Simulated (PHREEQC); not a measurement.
A made-up water analysis in mg/kgw, 25 °C, pH 8.07, pe 9.5: Na 2000; K 46.4; Ca 194; Mg 247; Cl 2640; S(6) as SO4 2240; Alkalinity as HCO3 0.233; Li 25.1; Br 5.02; Ni 2.12.

Valence states are taken as typed.

Model: ion-association model, wateq4f.dat, run in PHREEQC.

This is a speciation only: nothing precipitates in the calculation.

Estimate the ionic strength, charge-balance error.

ionic strength 0.137 mol/kgw; charge-balance error 0.3 %.

In which forms is K present?

K+ 96 %, KSO4- 3.6 % of the K.

The solution is supersaturated, for example in Ni(OH)2, so a real one may precipitate; this is no full list.
